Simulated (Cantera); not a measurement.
What does this Cantera script print?

```python
import numpy as np
import cantera as ct

gas_names = [...]  # 91 gases of nasa_gas.yaml made of C, Cl, H
cond_names = """
    C(gr) C6H6(L) C7H8(L) C8H18(L),n-octa
""".split()


# ... load() reads the species with a 1 bar reference pressure and builds the phases ...
atoms = {
    'CCl4': {'C': 1, 'CL': 4},
    'H2': {'H': 2},
    'CH4': {'C': 1, 'H': 4},
}
top_T = {'C(gr)': 4500}  # K; cautious upper limits of use, not melting points


# ... equilibrate(T, P, feed) seeds the gas with the atoms and calls Mixture.equilibrate('TP', solver="vcs", rtol=1e-11, max_steps=5000) ...
results = []
feed = {'CCl4': 1, 'H2': 4.3, 'CH4': 0.037}  # mol
P = 13332.2  # Pa
for T in [1598, 1698, 1798, 1898, 1998, 2098, 2198, 2298, 2398, 2498, 2598, 2698, 2798, 2898]:
    mix = equilibrate(T, P, feed)
    results.append((T, P, feed, dict(zip(mix.species_names, mix.species_moles))))

top = {s: max(r[3][s] / sum(r[3][g] for g in gas_names) for r in results) for s in gas_names}
cols = sorted((s for s in top if top[s] > 0.0001), key=lambda s: -top[s])[:9]
seen = [c for c in cond_names if any(r[3].get(c, 0) > 1e-12 for r in results)]
print("log10 of partial pressures in bar; condensed amounts in mol")
print(f"{'T/K':>10s}" + "".join(f"{s[:9]:>10s}" for s in cols + seen))
for T, P, feed, n in results:
    ng = sum(n[g] for g in gas_names)
    print(f"{T:10.4g}" + "".join(f"{np.log10(max(n[s] / ng * P / 1e5, 1e-99)):10.3f}" for s in cols)
          + "".join(f"{n.get(c, 0):10.4g}" for c in seen))
```

Output:

```
log10 of partial pressures in bar; condensed amounts in mol
       T/K       HCL        H2         H        CL C2H2,acet       C2H        C3     C2HCL      C4H2     C(gr)
      1598    -1.078    -1.304    -4.926    -4.801    -5.874   -11.974   -15.969    -8.584   -10.856     1.037
      1698    -1.078    -1.304    -4.492    -4.375    -5.447   -10.891   -14.378    -7.994    -9.997     1.037
      1798    -1.078    -1.304    -4.106    -3.995    -5.067    -9.930   -12.968    -7.471    -9.234     1.036
      1898    -1.079    -1.305    -3.759    -3.656    -4.729    -9.071   -11.709    -7.004    -8.553     1.035
      1998    -1.081    -1.305    -3.447    -3.351    -4.426    -8.298   -10.579    -6.585    -7.942     1.033
      2098    -1.084    -1.306    -3.165    -3.076    -4.152    -7.601    -9.559    -6.208    -7.390      1.03
      2198    -1.090    -1.308    -2.908    -2.828    -3.905    -6.967    -8.635    -5.869    -6.891     1.025
      2298    -1.098    -1.312    -2.675    -2.604    -3.681    -6.391    -7.793    -5.563    -6.437     1.016
      2398    -1.111    -1.317    -2.461    -2.402    -3.478    -5.864    -7.023    -5.288    -6.024     1.003
      2498    -1.130    -1.325    -2.266    -2.222    -3.295    -5.381    -6.317    -5.042    -5.648    0.9843
      2598    -1.157    -1.337    -2.088    -2.062    -3.130    -4.938    -5.667    -4.825    -5.307    0.9571
      2698    -1.193    -1.355    -1.926    -1.922    -2.985    -4.532    -5.067    -4.635    -4.997    0.9188
      2798    -1.240    -1.379    -1.780    -1.801    -2.859    -4.160    -4.511    -4.473    -4.719    0.8645
      2898    -1.300    -1.414    -1.649    -1.699    -2.753    -3.819    -3.995    -4.339    -4.472    0.7846
```

Equilibrium computed with Cantera from the NASA thermochemical tables; the gas is ideal and each condensed phase is pure.
